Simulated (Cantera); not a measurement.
A Cantera script and what it prints.

```python
import numpy as np
import cantera as ct

gas_names = """
    Fe FeO Fe(OH)2 H HO2 H2 H2O H2O2 H2S H2SO4 O OH O2 O3 S SH SO SO2 SO3 S2 S2O S8
""".split()
cond_names = """
    Fe(a) Fe(c) Fe(d) Fe(L) FeO(s) FeO(L) Fe(OH)2(s) Fe(OH)3(s) FeS(a) FeS(b) FeS(c) FeS(L) FeSO4(s)
    FeS2(s) Fe2O3(s) Fe2S3O12(s) Fe3O4(s) H2O(s) H2O(L) H2SO4(L) S(cr1) S(cr2) S(L)
""".split()


# ... load() reads the species with a 1 bar reference pressure and builds the phases ...
atoms = {
    'FeS': {'Fe': 1, 'S': 1},
    'SO3': {'S': 1, 'O': 3},
    'H2O': {'H': 2, 'O': 1},
    'H2S': {'H': 2, 'S': 1},
}
top_T = {'FeSO4(s)': 950, 'FeS2(s)': 1010, 'Fe2O3(s)': 1830, 'Fe2S3O12(s)': 1100, 'Fe3O4(s)': 1870}  # K; cautious upper limits of use, not melting points


# ... equilibrate(T, P, feed) seeds the gas with the atoms and calls Mixture.equilibrate('TP', solver="vcs", rtol=1e-11, max_steps=5000) ...
results = []
feed = {'FeS': 1, 'SO3': 2.7, 'H2O': 5.9, 'H2S': 0.61}  # mol
P = 101325  # Pa
for T in [748, 773, 798, 823, 848, 873, 898, 923, 948]:
    mix = equilibrate(T, P, feed)
    results.append((T, P, feed, dict(zip(mix.species_names, mix.species_moles))))

top = {s: max(r[3][s] / sum(r[3][g] for g in gas_names) for r in results) for s in gas_names}
cols = sorted((s for s in top if top[s] > 1e-05), key=lambda s: -top[s])[:7]
seen = [c for c in cond_names if any(r[3].get(c, 0) > 1e-12 for r in results)]
print("log10 of partial pressures in bar; condensed amounts in mol")
print(f"{'T/K':>10s}" + "".join(f"{s[:9]:>10s}" for s in cols + seen))
for T, P, feed, n in results:
    ng = sum(n[g] for g in gas_names)
    print(f"{T:10.4g}" + "".join(f"{np.log10(max(n[s] / ng * P / 1e5, 1e-99)):10.3f}" for s in cols)
          + "".join(f"{n.get(c, 0):10.4g}" for c in seen))
```

Result:

```
log10 of partial pressures in bar; condensed amounts in mol
       T/K       H2O       SO2       H2S        S2       S2O        H2    FeS(c)   FeS2(s)  Fe3O4(s)
       748    -0.178    -0.460    -2.654    -3.639    -4.124    -4.540         0    0.4475    0.1842
       773    -0.179    -0.460    -2.490    -3.347    -3.915    -4.321         0      0.44    0.1867
       798    -0.180    -0.460    -2.336    -3.074    -3.718    -4.115         0    0.4291    0.1903
       823    -0.181    -0.461    -2.191    -2.816    -3.533    -3.922         0    0.4134    0.1955
       848    -0.183    -0.462    -2.054    -2.574    -3.359    -3.740         0    0.3909     0.203
       873    -0.186    -0.463    -1.926    -2.345    -3.195    -3.568         0    0.3593    0.2136
       898    -0.193    -0.454    -1.873    -2.206    -3.093    -3.435    0.5365         0    0.1545
       923    -0.194    -0.455    -1.864    -2.146    -3.054    -3.316    0.5219         0    0.1594
       948    -0.194    -0.456    -1.856    -2.088    -3.018    -3.202    0.5062         0    0.1646
```

These are equilibrium values from Cantera (NASA tables, ideal gas, pure condensed phases), not measurements of a reactor. FeS: taken at fixed stoichiometry. Gases not in the tables: S3 to S7.
